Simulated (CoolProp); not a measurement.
Vapour-liquid equilibrium of CHF3 (R23) (1) + R227EA (2) at 235 K; x and y are mole fractions of (1).

Values from CoolProp's multi-fluid Helmholtz-energy mixture model, Penoncello 2003 and Lemmon 2016; pair parameters Bell 2016.

| x | bubble pressure (bar) | y at the bubble point | dew pressure at overall composition x (bar) | liquid density (mol/L) |
|---|---|---|---|---|
| 0.05 | 0.7177 | 0.520 | 0.3734 | 9.766 |
| 0.15 | 1.496 | 0.786 | 0.4160 | 10.31 |
| 0.25 | 2.295 | 0.872 | 0.4695 | 10.90 |
| 0.35 | 3.069 | 0.913 | 0.5386 | 11.54 |
| 0.45 | 3.797 | 0.937 | 0.6314 | 12.25 |
| 0.55 | 4.477 | 0.953 | 0.7627 | 13.04 |
| 0.65 | 5.125 | 0.965 | 0.9624 | 13.91 |
| 0.75 | 5.767 | 0.975 | 1.304 | 14.90 |
| 0.85 | 6.436 | 0.985 | 2.019 | 16.01 |
| 0.95 | 7.165 | 0.995 | 4.336 | 17.29 |

No azeotrope shows between x = 0.05 and 0.95.

Pair parameters are fitted to limited data, so mixtures are less certain than the pure fluids. The gap from Raoult's law changes sign with composition, which may be real or a fault of the pair parameters; it wasn't checked against measurements.
